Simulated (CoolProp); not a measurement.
A single-stage vapour-compression cycle with the fluid: evaporating at 236.15 K (dew point), condensing at 295.15 K (bubble point), superheat 5 K, subcooling 8 K, compressor efficiency 0.65, no pressure losses. The same conditions are run with several fluids, on thermodynamics alone (safety and materials aside).

Model: reference Helmholtz-energy equation of state of each fluid (R152A: Outcalt 1996; ammonia: Gao 2020; n-butane: Bücker 2006; R507A: Lemmon 2003; ethane: Bücker 2006; trans-2-butene: Lemmon 2005), in CoolProp. Blends and air are pseudo-pure fits.

| fluid | cooling COP | pressure ratio | discharge temperature (K) | refrigerating effect (kJ/kg) | volumetric capacity (kJ/m³) |
|---|---|---|---|---|---|
| R152A | (withheld) | 9.91 | 363.5 | 261 | 485 |
| ammonia | (withheld) | 10.9 | 495.9 | 1160 | 845 |
| n-butane | 2.20 | 11.2 | 330.0 | 308 | 178 |
| R507A | (withheld) | 7.48 | 328.9 | 126 | 1050 |
| ethane | 1.71 | 4.59 | 347.4 | 250 | 3740 |
| trans-2-butene | 2.23 | 11.7 | 342.1 | 334 | 172 |

Q: Some entries are withheld; supply them.

A: 
- R152A, cooling COP: 2.18
- ammonia, cooling COP: 2.06
- R507A, cooling COP: 2.01
